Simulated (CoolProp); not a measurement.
Vapour-liquid equilibrium of propylene (1) + dimethyl ether (2) at 6.61 bar; x and y are mole fractions of (1).

Computed with CoolProp (multi-fluid Helmholtz-energy mixture model, Lemmon 2013 and Wu 2011; pair parameters Bell 2016).

```json
[
 {"x": "0.05", "bubble temperature (K)": "300.0", "y at the bubble point": "0.096", "dew temperature at overall composition x (K)": "301.1", "liquid density (mol/L)": "14.16"},
 {"x": "0.125", "bubble temperature (K)": "297.1", "y at the bubble point": "0.224", "dew temperature at overall composition x (K)": "299.4", "liquid density (mol/L)": "14.08"},
 {"x": "0.2", "bubble temperature (K)": "294.5", "y at the bubble point": "0.334", "dew temperature at overall composition x (K)": "297.7", "liquid density (mol/L)": "13.98"},
 {"x": "0.275", "bubble temperature (K)": "292.1", "y at the bubble point": "0.430", "dew temperature at overall composition x (K)": "295.9", "liquid density (mol/L)": "13.89"},
 {"x": "0.35", "bubble temperature (K)": "290.0", "y at the bubble point": "0.513", "dew temperature at overall composition x (K)": "294.1", "liquid density (mol/L)": "13.78"},
 {"x": "0.425", "bubble temperature (K)": "288.0", "y at the bubble point": "0.587", "dew temperature at overall composition x (K)": "292.2", "liquid density (mol/L)": "13.67"},
 {"x": "0.5", "bubble temperature (K)": "286.2", "y at the bubble point": "0.653", "dew temperature at overall composition x (K)": "290.3", "liquid density (mol/L)": "13.56"},
 {"x": "0.575", "bubble temperature (K)": "284.6", "y at the bubble point": "0.713", "dew temperature at overall composition x (K)": "288.3", "liquid density (mol/L)": "13.45"},
 {"x": "0.65", "bubble temperature (K)": "283.1", "y at the bubble point": "0.768", "dew temperature at overall composition x (K)": "286.3", "liquid density (mol/L)": "13.34"},
 {"x": "0.725", "bubble temperature (K)": "281.7", "y at the bubble point": "0.821", "dew temperature at overall composition x (K)": "284.3", "liquid density (mol/L)": "13.23"},
 {"x": "0.8", "bubble temperature (K)": "280.4", "y at the bubble point": "0.870", "dew temperature at overall composition x (K)": "282.2", "liquid density (mol/L)": "13.11"},
 {"x": "0.875", "bubble temperature (K)": "279.2", "y at the bubble point": "0.919", "dew temperature at overall composition x (K)": "280.3", "liquid density (mol/L)": "13.00"},
 {"x": "0.95", "bubble temperature (K)": "278.1", "y at the bubble point": "0.967", "dew temperature at overall composition x (K)": "278.5", "liquid density (mol/L)": "12.90"}
]
```

No azeotrope shows between x = 0.05 and 0.95.

Pair parameters are fitted to limited data, so mixtures are less certain than the pure fluids.
